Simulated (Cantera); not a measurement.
NO annealing gas

An isothermal, constant-pressure homogeneous reactor starts with 5.26 % NO, 94.7 % N2, at 1925 K and 1.01 bar.

Detailed kinetics in Cantera: GRI-Mech 3.0 (53 species, 325 reactions).

| t (s) | x NO | x NO2 | x N2 | x O | x O2 | x N2O |
|---|---|---|---|---|---|---|
| 0.000700 | 0.0526 | 5.92e-7 | 0.947 | 1.17e-6 | 2.59e-8 | 8.19e-7 |
| 0.00169 | 0.0526 | 1.78e-6 | 0.947 | 3.15e-6 | 2.17e-7 | 1.18e-6 |
| 0.00410 | 0.0526 | 4.27e-6 | 0.947 | 7.23e-6 | 2.04e-6 | 1.30e-6 |
| 0.00993 | 0.0526 | 6.27e-6 | 0.947 | 1.05e-5 | 1.32e-5 | 1.31e-6 |
| 0.0240 | 0.0525 | 6.60e-6 | 0.947 | 1.11e-5 | 4.72e-5 | 1.30e-6 |
| 0.0582 | 0.0523 | 6.88e-6 | 0.948 | 1.16e-5 | 0.000131 | 1.30e-6 |
| 0.141 | 0.0519 | 7.51e-6 | 0.948 | 1.27e-5 | 0.000335 | 1.28e-6 |
| 0.341 | 0.0509 | 8.79e-6 | 0.948 | 1.51e-5 | 0.000836 | 1.23e-6 |
| 0.826 | 0.0484 | 1.10e-5 | 0.949 | 1.97e-5 | 0.00207 | 1.13e-6 |
| 2.00 | 0.0426 | 1.38e-5 | 0.952 | 2.78e-5 | 0.00501 | 8.98e-7 |
x: mole fraction; the columns are a selection and need not sum to one.

Equilibrium at this temperature and pressure: NO 0.00238, NO2 1.63e-6, N2 0.972, O 5.82e-5, O2 0.0251, N2O 1.51e-7 (gas phase only).
